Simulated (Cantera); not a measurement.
Standard-state values (1 bar) from the NASA 1993 polynomials, evaluated with Cantera. Values are per mole of reaction as written; species without (g) are pure solids or liquids, kept so even where they would boil at 1 bar.

V + H₂O₂(g) = VO₂(g) + 2 H(g)

```
T (K)  ΔH° (kJ)  ΔS° (J/K)  ΔG° (kJ)  log10 K
-----  --------  ---------  --------  -------
300       339.7      231.4     270.3   -47.06
1498      347.7      247.1     -22.4     0.78
1573      347.2      246.7     -40.9     1.36
1648        [?]        [?]       [?]      [?]
1723        [?]        [?]       [?]      [?]
1798      345.1      245.5     -96.3     2.80
1873      344.2      245.0    -114.7     3.20
1948      343.2      244.5    -133.0     3.57
2023      342.0      243.9    -151.3     3.91
2098      340.8      243.3    -169.6     4.22
```

Task: Some entries are withheld; supply them.

Result: 
- 1648, ΔH° (kJ): 346.7
- 1648, ΔS° (J/K): 246.4
- 1648, ΔG° (kJ): -59.4
- 1648, log10 K: 1.88
- 1723, ΔH° (kJ): 346.0
- 1723, ΔS° (J/K): 246.0
- 1723, ΔG° (kJ): -77.8
- 1723, log10 K: 2.36
